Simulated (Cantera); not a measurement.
Cantera run, input and output.

```python
import numpy as np
import cantera as ct

gas = ct.Solution("gri30.yaml")


def delay(T, t_max=10):
    gas.TPX = T, 540000, {'CO': 1, 'H2': 0.068, 'O2': 0.411, 'N2': 2.63, 'H2O': 0.46}
    reactor = ct.IdealGasConstPressureReactor(gas, clone=False)
    net = ct.ReactorNet([reactor])
    net.rtol, net.atol = 1e-8, 1e-16
    while net.time < t_max:
        t_old, T_old = net.time, reactor.T
        net.step()
        if reactor.T > T + 400:  # ignition: a rise of 400 K
            return t_old + (T + 400 - T_old) / (reactor.T - T_old) * (net.time - t_old)
    return np.nan


taus = []
for T in [1300, 1350, 1400, 1450, 1500, 1550, 1600, 1650]:
    taus.append(delay(T))
    print(f"T0 = {T:6g} K   tau = {taus[-1]:.4e} s")
```

It prints:

```
T0 =   1300 K   tau = 4.1744e-05 s
T0 =   1350 K   tau = 2.8394e-05 s
T0 =   1400 K   tau = 2.1280e-05 s
T0 =   1450 K   tau = 1.6996e-05 s
T0 =   1500 K   tau = 1.4189e-05 s
T0 =   1550 K   tau = 1.2239e-05 s
T0 =   1600 K   tau = 1.0829e-05 s
T0 =   1650 K   tau = 9.7826e-06 s
```

Computed with Cantera and GRI-Mech 3.0 (53 species, 325 reactions). The hydrogen kinetics of GRI-Mech 3.0 are dated; newer H2 mechanisms differ, most at raised pressure. Where the delays flatten at high temperature, the 400 K rule measures the pace of heat release, not the induction time.
